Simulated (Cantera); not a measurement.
Charge: 1 mol SiHCl3, a varied amount of HCl, 29 mol H2, equilibrated at 1175 K and 0.190 bar.

Equilibrium computed with Cantera from the NASA thermochemical tables; the gas is ideal and each condensed phase is pure. Candidate condensed phases: Si; 19 gas species. Kinetics and transport are ignored.

Q: Which condensed phases are stable at each of these points (n(HCl) (mol)): 0.59, 0.8, 1, 1.2, 1.4, 1.6, 1.9, 2.1, 2.3, 2.5?

A: 
| n(HCl) (mol) | condensed phases | Si condensed (%) |
|---|---|---|
| 0.59 | Si(s) | 25.7 |
| 0.8 | Si(s) | 20.4 |
| 1 | Si(s) | 15.3 |
| 1.2 | Si(s) | 10.3 |
| 1.4 | Si(s) | 5.2 |
| 1.6 | Si(s) | 0.1 |
| 1.9 | gas only | 0.0 |
| 2.1 | gas only | 0.0 |
| 2.3 | gas only | 0.0 |
| 2.5 | gas only | 0.0 |

From 0.59 mol HCl to 1.6 mol HCl the condensed part is Si(s). From 1.9 mol HCl to 2.5 mol HCl nothing is condensed.
